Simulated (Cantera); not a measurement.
Feed: 1 mol Ti, a varied amount of CH4, 110 mol H2, equilibrated at 1923 K and 100 Torr.

Cantera equilibrium calculation (NASA polynomials, part measured and part estimated; ideal gas, pure solids and liquids). Candidate condensed phases: C, C6H6, C7H8, C8H18, Ti, TiC; 77 gas species. Mutual solubility and eutectic melting of coexisting phases are not modelled. TiC: taken at fixed stoichiometry. Condensed phases not in the tables: N, O or C dissolved in the metal. The numbers say what is thermodynamically allowed, not how fast it happens.

Q: At 0.66 mol CH4, list the 3 most abundant gas species with their mole fractions, and the condensed phases.

A: H2 0.997, H 0.00258, Ti 2.57e-5. Condensed: Ti(β) + TiC(s).
